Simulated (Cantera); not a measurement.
An isothermal plug-flow reactor at 925 K and 4.93 atm (inlet), inlet velocity 4.9 m/s, active area per volume 190 1/m; feed 0.159 % H2, 11.7 % O2, 88.1 % N2.

Cantera simulation using Deutschmann's 1995 Pt surface mechanism with GRI-Mech 3.0 gas chemistry; the numbers are that mechanism's predictions, not measurements. Catalytic surfaces can have several steady states; this one follows from the mechanism file's or the stated starting coverage. Mass transfer to the wall is taken as infinitely fast.

x: gas mole fraction; θ: surface coverage.

```json
[
 {"z (m)": "0.00012", "x H2": "0.00156", "x O2": "0.117", "x H2O": "2.13e-5", "θ free Pt": "0.0791", "θ O*": "0.920", "θ OH*": "0.000991"},
 {"z (m)": "0.0002", "x H2": "0.00155", "x O2": "0.117", "x H2O": "3.53e-5", "θ free Pt": "0.0790", "θ O*": "0.920", "θ OH*": "0.000995"},
 {"z (m)": "0.00033", "x H2": "0.00153", "x O2": "0.117", "x H2O": "(withheld)", "θ free Pt": "0.0788", "θ O*": "0.920", "θ OH*": "0.00100"},
 {"z (m)": "0.00055", "x H2": "0.00149", "x O2": "0.117", "x H2O": "9.49e-5", "θ free Pt": "0.0785", "θ O*": "0.920", "θ OH*": "0.00101"},
 {"z (m)": "0.00092", "x H2": "0.00143", "x O2": "0.117", "x H2O": "0.000155", "θ free Pt": "0.0780", "θ O*": "0.921", "θ OH*": "0.00103"},
 {"z (m)": "0.0015", "x H2": "0.00134", "x O2": "0.117", "x H2O": "0.000244", "θ free Pt": "0.0773", "θ O*": "0.922", "θ OH*": "0.00105"},
 {"z (m)": "0.0026", "x H2": "0.00119", "x O2": "0.117", "x H2O": "0.000396", "θ free Pt": "0.0761", "θ O*": "0.923", "θ OH*": "0.00109"},
 {"z (m)": "0.0043", "x H2": "0.000992", "x O2": "0.117", "x H2O": "0.000594", "θ free Pt": "0.0746", "θ O*": "0.924", "θ OH*": "0.00114"},
 {"z (m)": "0.0071", "x H2": "(withheld)", "x O2": "0.117", "x H2O": "(withheld)", "θ free Pt": "0.0727", "θ O*": "0.926", "θ OH*": "0.00120"},
 {"z (m)": "0.012", "x H2": "0.000449", "x O2": "0.117", "x H2O": "0.00114", "θ free Pt": "0.0707", "θ O*": "0.928", "θ OH*": "0.00126"}
]
```

### Question
Some entries are withheld; supply them.

### Answer

- 0.00033, x H2O: 5.78e-5
- 0.0071, x H2: 0.000740
- 0.0071, x H2O: 0.000846
